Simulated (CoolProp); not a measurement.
Vapour-liquid equilibrium of CH2F2 (R32) (1) + n-butane (2) at 7.74 bar; x and y are mole fractions of (1).

Computed with CoolProp (multi-fluid Helmholtz-energy mixture model, Tillner-Roth 1997 and Bücker 2006; pair parameters Bell 2016).

### Question
Give the bubble temperature and the first vapour's composition at x = 0.05, 0.2, 0.5. Is there an azeotrope?

### Answer
x = 0.05: 42.4 °C, y = 0.455; x = 0.2: 8.4 °C, y = 0.815; x = 0.5: 0.2 °C, y = 0.870. No azeotrope shows between x = 0.05 and 0.95.

Pair parameters are fitted to limited data, so mixtures are less certain than the pure fluids. With so large a gap from Raoult's law the liquid may split in two, which this calculation doesn't test in full.
